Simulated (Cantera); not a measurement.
Feed: 1 mol AlCl₃, 1.7 mol N₂, 4.9 mol H₂, a varied amount of O₂, at 1050 °C and 110 Pa.

Cantera equilibrium calculation (NASA polynomials, part measured and part estimated; ideal gas, pure solids and liquids). Candidate condensed phases: Al, AlCl₃, AlN, Al₂O₃, H₂O, NH₄Cl; 45 gas species. Kinetics and transport are ignored.

Task: At 1.2 mol O₂, list the 5 most abundant gas species with their mole fractions, and the condensed phases.

Result: HCl 0.370, H₂ 0.309, N₂ 0.210, H₂O 0.111, Cl 2.67e-5. Condensed: Al₂O₃(s).
